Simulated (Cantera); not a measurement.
A perfectly stirred reactor is fed with CH4 : O2 : N2 = 0.019 : 0.0029 : 1 (molar parts), equivalence ratio 13, at 0.987 atm; it is held at 1375 K, and followed from long to short residence time.

Model: GRI-Mech 3.0 (53 species, 325 reactions), integrated in Cantera. GRI-Mech 3.0 stops at C3 and has no aromatics, soot or wall deposition, so with more carbon than oxygen in the feed, carbon stays in small species such as C2H2 where larger ones or solid carbon would form.

Q: What does this change do: pressure from 0.987 atm to 4.93 atm?

A: 
| quantity | before | after |
|---|---|---|
| x(CH4) at τ = 1.60 s | 0.0141 | 0.0133 |
| x(O2) at τ = 1.60 s | 0.000857 | 0.000366 |
| x(NO2) at τ = 1.60 s | <1e-12 | <1e-12 |
| x(CO) at τ = 1.60 s | 0.00139 | 0.00185 |
| x(H2O) at τ = 1.60 s | 0.00237 | 0.00274 |
| x(CH4) at τ = 73.0 ms | 0.0184 | 0.0180 |
| x(O2) at τ = 73.0 ms | 0.00279 | 0.00261 |
| x(NO2) at τ = 73.0 ms | <1e-12 | <1e-12 |
| x(CO) at τ = 73.0 ms | 2.43e-5 | 0.000158 |
| x(H2O) at τ = 73.0 ms | 4.97e-5 | 0.000273 |
